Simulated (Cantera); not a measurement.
Input: 1 mol CH₃Cl, 0.043 mol Si, 0.19 mol H₂, at 0.0133 bar.

Cantera equilibrium calculation (NASA polynomials, part measured and part estimated; ideal gas, pure solids and liquids). Candidate condensed phases: C, C₆H₆, C₇H₈, C₈H₁₈, Si, SiC; 123 gas species. Ions and electrons are included (thermal ionisation). The tables' values for CCl, SiCl are old estimates; treat these amounts as uncertain. Rates play no part. All values below are at 3500 K.

Base state: H 0.655, Cl 0.199, C 0.0567, C₃ 0.0362, H₂ 0.0164, C₂ 0.0159, Si 0.00784, HCl 0.00753 (mole fractions); condensed: gas only.

What changes in the equilibrium state with this change: H₂ from 0.19 to 5.1 mol?


| species | before | after |
|---|---|---|
| H | 0.655 | 0.853 |
| Cl | 0.199 | 0.0659 |
| C | 0.0567 | 0.0332 |
| C₃ | 0.0362 | 0.00725 |
| C₂ | 0.0159 | 0.00545 |
| H₂ | 0.0164 | 0.0278 |
| Si | 0.00784 | 0.00283 |
| C₅ | 0.000157 | 1.08e-5 |
| C₄ | 0.000107 | 1.26e-5 |
| SiCl | 2.44e-5 | 2.92e-6 |
| SiC₂ | 0.000967 | 0.000119 |
